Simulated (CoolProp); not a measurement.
Computed with CoolProp (reference Helmholtz-energy equation of state, Lemmon 2006). It is a short technical equation, of lower accuracy than the large ones.

**Question.** For acetone, give the phase and the Z, cp (kJ/(kg K)), cv (kJ/(kg K)), speed of sound (m/s) at 550 K and 11700 kPa.

**Answer.** 
- 550 K and 11700 kPa: supercritical; Z 0.351, cp 3.39, cv 2.11, speed of sound 309
